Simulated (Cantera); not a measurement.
Input (Python, Cantera) and output of one run.

```python
import numpy as np
import cantera as ct

gas_names = """
    CL CL2 N N2 Si SiCL SiCL2 SiCL3 SiCL4 SiN Si2 Si2N Si3
""".split()
cond_names = """
    Si(cr) Si(L) Si3N4(a)
""".split()


# ... load() reads the species with a 1 bar reference pressure and builds the phases ...
atoms = {
    'Si2Cl6': {'Si': 2, 'CL': 6},
    'Cl2': {'CL': 2},
    'N2': {'N': 2},
}
top_T = {'Si3N4(a)': 2400}  # K; cautious upper limits of use, not melting points


# ... equilibrate(T, P, feed) seeds the gas with the atoms and calls Mixture.equilibrate('TP', solver="vcs", rtol=1e-11, max_steps=5000) ...
results = []
P = 99000  # Pa
for T in [1548, 1573, 1598, 1623, 1648, 1673, 1698, 1723, 1748, 1773]:
    for m in [0.0043, 0.0065, 0.0098, 0.015, 0.022, 0.034, 0.052, 0.078, 0.12, 0.18, 0.27, 0.41]:
        feed = {'Si2Cl6': 1, 'Cl2': m, 'N2': 13}  # mol
        mix = equilibrate(T, P, feed)
        results.append((T, P, feed, dict(zip(mix.species_names, mix.species_moles))))

for T, P, feed, n in results:
    print(f"{T:7g} {feed['Cl2']:10.4g}  " + (" + ".join(c for c in cond_names if n.get(c, 0) > 1e-12) or "gas only"))
```

Result:

```
   1548     0.0043  Si3N4(a)
   1548     0.0065  Si3N4(a)
   1548     0.0098  Si3N4(a)
   1548      0.015  Si3N4(a)
   1548      0.022  Si3N4(a)
   1548      0.034  Si3N4(a)
   1548      0.052  Si3N4(a)
   1548      0.078  Si3N4(a)
   1548       0.12  Si3N4(a)
   1548       0.18  Si3N4(a)
   1548       0.27  Si3N4(a)
   1548       0.41  Si3N4(a)
   1573     0.0043  Si3N4(a)
   1573     0.0065  Si3N4(a)
   1573     0.0098  Si3N4(a)
   1573      0.015  Si3N4(a)
   1573      0.022  Si3N4(a)
   1573      0.034  Si3N4(a)
   1573      0.052  Si3N4(a)
   1573      0.078  Si3N4(a)
   1573       0.12  Si3N4(a)
   1573       0.18  Si3N4(a)
   1573       0.27  Si3N4(a)
   1573       0.41  Si3N4(a)
   1598     0.0043  Si3N4(a)
   1598     0.0065  Si3N4(a)
   1598     0.0098  Si3N4(a)
   1598      0.015  Si3N4(a)
   1598      0.022  Si3N4(a)
   1598      0.034  Si3N4(a)
   1598      0.052  Si3N4(a)
   1598      0.078  Si3N4(a)
   1598       0.12  Si3N4(a)
   1598       0.18  Si3N4(a)
   1598       0.27  Si3N4(a)
   1598       0.41  Si3N4(a)
   1623     0.0043  Si3N4(a)
   1623     0.0065  Si3N4(a)
   1623     0.0098  Si3N4(a)
   1623      0.015  Si3N4(a)
   1623      0.022  Si3N4(a)
   1623      0.034  Si3N4(a)
   1623      0.052  Si3N4(a)
   1623      0.078  Si3N4(a)
   1623       0.12  Si3N4(a)
   1623       0.18  Si3N4(a)
   1623       0.27  Si3N4(a)
   1623       0.41  Si3N4(a)
   1648     0.0043  Si3N4(a)
   1648     0.0065  Si3N4(a)
   1648     0.0098  Si3N4(a)
   1648      0.015  Si3N4(a)
   1648      0.022  Si3N4(a)
   1648      0.034  Si3N4(a)
   1648      0.052  Si3N4(a)
   1648      0.078  Si3N4(a)
   1648       0.12  Si3N4(a)
   1648       0.18  Si3N4(a)
   1648       0.27  Si3N4(a)
   1648       0.41  gas only
   1673     0.0043  Si3N4(a)
   1673     0.0065  Si3N4(a)
   1673     0.0098  Si3N4(a)
   1673      0.015  Si3N4(a)
   1673      0.022  Si3N4(a)
   1673      0.034  Si3N4(a)
   1673      0.052  Si3N4(a)
   1673      0.078  Si3N4(a)
   1673       0.12  Si3N4(a)
   1673       0.18  Si3N4(a)
   1673       0.27  gas only
   1673       0.41  gas only
   1698     0.0043  Si3N4(a)
   1698     0.0065  Si3N4(a)
   1698     0.0098  Si3N4(a)
   1698      0.015  Si3N4(a)
   1698      0.022  Si3N4(a)
   1698      0.034  Si3N4(a)
   1698      0.052  gas only
   1698      0.078  gas only
   1698       0.12  gas only
   1698       0.18  gas only
   1698       0.27  gas only
   1698       0.41  gas only
   1723     0.0043  gas only
   1723     0.0065  gas only
   1723     0.0098  gas only
   1723      0.015  gas only
   1723      0.022  gas only
   1723      0.034  gas only
   1723      0.052  gas only
   1723      0.078  gas only
   1723       0.12  gas only
   1723       0.18  gas only
   1723       0.27  gas only
   1723       0.41  gas only
   1748     0.0043  gas only
   1748     0.0065  gas only
   1748     0.0098  gas only
   1748      0.015  gas only
   1748      0.022  gas only
   1748      0.034  gas only
   1748      0.052  gas only
   1748      0.078  gas only
   1748       0.12  gas only
   1748       0.18  gas only
   1748       0.27  gas only
   1748       0.41  gas only
   1773     0.0043  gas only
   1773     0.0065  gas only
   1773     0.0098  gas only
   1773      0.015  gas only
   1773      0.022  gas only
   1773      0.034  gas only
   1773      0.052  gas only
   1773      0.078  gas only
   1773       0.12  gas only
   1773       0.18  gas only
   1773       0.27  gas only
   1773       0.41  gas only
```

Cantera equilibrium calculation (NASA polynomials, part measured and part estimated; ideal gas, pure solids and liquids). The feed counts by its element totals alone. The tables' values for SiCl3 are old estimates.
